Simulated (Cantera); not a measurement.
Feed: 1 mol Ta, 0.23 mol CO₂, 0.91 mol N₂, 2.6 mol N₂O, held at 1800 K and 0.133 bar.

Equilibrium computed with Cantera from the NASA thermochemical tables; the gas is ideal and each condensed phase is pure. Candidate condensed phases: C, Ta, TaC, Ta₂O₅; 27 gas species. Kinetics and transport are ignored.

Base state: N₂ 0.925, CO₂ 0.0604, O₂ 0.0128, NO 0.00111, CO 0.000301, O 3.77e-5 (mole fractions); condensed: Ta₂O₅(s).

Q: What changes in the equilibrium state with this change: temperature from 1800 K to 1000 K?

A: 
| species | before | after |
|---|---|---|
| N₂ | 0.925 | 0.926 |
| CO₂ | 0.0604 | 0.0607 |
| O₂ | 0.0128 | 0.0132 |
| NO | 0.00111 | 8.50e-6 |
| CO | 0.000301 | <1e-9 |
| O | 3.77e-5 | <1e-9 |
| Ta₂O₅(s), mol | 0.500 | 0.500 |
